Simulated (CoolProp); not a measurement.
CF4 (R14) at 293.15 K and 0.481 MPa is throttled through a valve to 0.17 MPa with no heat exchange. Each further row changes one setting.

Model: reference Helmholtz-energy equation of state, Platzer 1990, in CoolProp. This equation is an older, rougher fit.

```csv
case,temperature change (K),final density (kg/m³)
as stated,___,___
outlet pressure 0.051 MPa,-2.5,1.86
outlet pressure 0.221 MPa,-1.5,___
```

Question: Complete the blanks.

Answer: 
- as stated, temperature change (K): -1.8
- as stated, final density (kg/m³): 6.22
- outlet pressure 0.221 MPa, final density (kg/m³): 8.09
